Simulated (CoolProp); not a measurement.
Aqueous ethanol as a coolant, 31 % by mass, freezing at -21.1 °C, 1 atm.

Values from CoolProp's Melinder's fits for secondary coolants.

```
T (°C)  viscosity (mPa s)  Prandtl number  cp (kJ/(kg K))  conductivity (W/(m K))
------  -----------------  --------------  --------------  ----------------------
-16.1                18.9             201           4.059                   0.383
-8.2                 11.0             117           4.102                   0.388
-0.3                 6.91            72.8           4.136                   0.393
7.6                  4.60            48.2           4.164                   0.398
15.5                 3.23            33.6           4.188                   0.403
23.3                 2.38            24.6           4.208                   0.408
31.2                 1.81            18.6           4.227                   0.413
39.1                 1.42            14.4           4.247                   0.417
```
